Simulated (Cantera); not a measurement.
A closed system holds: 1 mol BF₃, 3.3 mol O₂, 3.2 mol N₂, at 2173.15 K and 1.00 bar.

Cantera equilibrium calculation (NASA polynomials, part measured and part estimated; ideal gas, pure solids and liquids). Candidate condensed phases: B, BN, B₂O₃; 31 gas species. Kinetics and transport are ignored.

Base state: O₂ 0.430, N₂ 0.419, BF₃ 0.130, NO 0.0124, F 0.00455, BOF 0.00219, O 0.00149, BOF₂ 0.000158 (mole fractions); condensed: gas only.

### Question
What changes in the equilibrium state with this change: pressure from 1.00 bar to 1.33 mbar?

### Answer
| species | before | after |
|---|---|---|
| N₂ | 0.419 | 0.382 |
| O₂ | 0.430 | 0.351 |
| F | 0.00455 | 0.0978 |
| BF₃ | 0.130 | 0.0721 |
| O | 0.00149 | 0.0369 |
| BOF | 0.00219 | 0.0488 |
| NO | 0.0124 | 0.0107 |
| NO₂ | 2.36e-5 | 6.71e-7 |
| BO₂ | 4.08e-7 | 1.04e-5 |
| BF₂ | 4.25e-6 | 8.20e-5 |
| BOF₂ | 0.000158 | 0.000101 |
The tables' values for BF₂ are old estimates; treat these amounts as uncertain.
